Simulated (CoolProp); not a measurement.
n-nonane along the isobar 0.101 MPa: density (kg/m³) from the reference equation and from simpler models built on Tc = 594.5 K, pc = 2.282 MPa, ω = 0.443; each cubic takes its own stable root.

Model: reference Helmholtz-energy equation of state, Lemmon 2006, in CoolProp. It is a short technical equation, of lower accuracy than the large ones.

```csv
T (K),phase,reference
385,liquid,643.5
399.3,liquid,631.1
413.5,liquid,618.5
427.7,gas,3.859
441.9,gas,3.708
456.2,gas,3.570
470.4,gas,3.444
484.6,gas,3.329
498.8,gas,3.222
513.1,gas,3.122
527.3,gas,3.029
541.5,gas,2.943
```

**Question.** How far does each simpler model (van der Waals, Redlich-Kwong) lie from the reference over these 12 states: mean and median of the absolute difference, and the worst?

**Answer.** 
- van der Waals: mean 25.9 %, median 1.7 %, worst -99.4 % at 413.5 K and 0.101 MPa
- Redlich-Kwong: mean 18.8 %, median 1.0 %, worst -99.4 % at 413.5 K and 0.101 MPa

At some of these states van der Waals, Redlich-Kwong gives the other phase, because its saturation line lies elsewhere.
